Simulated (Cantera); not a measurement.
A diamond (100) surface in a fixed gas of H2 with x(CH4) = 0.016, x(H) = 0.005, at 1050 K, 32.3 Torr; coverages are run to steady state.

Model: the Harris–Goodwin 1993 mechanism for the reconstructed diamond (100) surface, integrated in Cantera.

One state of this run: growth (µm/h) = 0.175; θ c6HH = 0.553; θ c6H* = 0.0229; θ c6*H = 0.410; θ c6** = 0.0134; θ c6HM = 0.000550. θ: site fractions in the mechanism's names (c6HH fully hydrogenated, c6H* and c6*H radical sites, c6** diradical, c6HM methylated).

### Question
Which value of x(CH3) does it belong to?
A) 1e-06
B) 1.9e-05
C) 0.00097
D) 7.1e-06

### Answer
D, 7.1e-06
